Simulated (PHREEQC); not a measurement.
A solution holds 0.46 mol CaCl2, 0.00034 mol Na2SO4 and 0.0009 mol MgSO4 per kg of water, at 85 °C. Closed to the air; pH follows from the charge balance.

Equilibrium calculation in PHREEQC: ion-association model, phreeqc.dat.

Each row changes one thing in this solution. This is a speciation only: nothing precipitates in the calculation.

| case | CaSO4 (mol/kgw) | SO4-2 (mol/kgw) | MgSO4 (mol/kgw) | NaSO4- (mol/kgw) | MgOH+ (mol/kgw) | CaOH+ (mol/kgw) | SI of Gypsum (CaSO4:2H2O) | SI of Halite (NaCl) |
|---|---|---|---|---|---|---|---|---|
| as made | 0.000817 | 0.000416 | 6.64e-6 | 2.49e-7 | 1.67e-7 | 2.59e-8 | -0.62 | -5.21 |
| CaCl2 from 0.46 to 0.092 mol/kgw | 0.000673 | 0.000543 | 2.32e-5 | 5.64e-7 | … | 8.23e-9 | -0.79 | -5.85 |
| diluted 5-fold with water | 0.000137 | 0.000110 | 9.60e-7 | 2.29e-8 | 3.60e-8 | 8.70e-9 | … | -6.54 |
| diluted 10-fold with water | 6.35e-5 | 6.01e-5 | 4.30e-7 | 8.19e-9 | 2.12e-8 | 5.34e-9 | -1.83 | -7.09 |
| MgSO4 from 0.0009 to 9e-05 mol/kgw | … | 0.000145 | 2.32e-7 | … | 1.79e-8 | 2.77e-8 | -1.07 | -5.21 |

Q: Fill in the missing entries.

A: 
- CaCl2 from 0.46 to 0.092 mol/kgw, MgOH+ (mol/kgw): 1.68e-7
- diluted 5-fold with water, SI of Gypsum (CaSO4:2H2O): -1.48
- MgSO4 from 0.0009 to 9e-05 mol/kgw, CaSO4 (mol/kgw): 0.000285
- MgSO4 from 0.0009 to 9e-05 mol/kgw, NaSO4- (mol/kgw): 8.66e-8

The ionic strength passes 0.7 mol/kgw, the rough limit of the ion-association models, in as made; MgSO4 from 0.0009 to 9e-05 mol/kgw. Complexes and solids missing from the database can't appear. Away from 25 °C the constants follow the database's enthalpies or fits; those with neither stay at their 25 °C values.
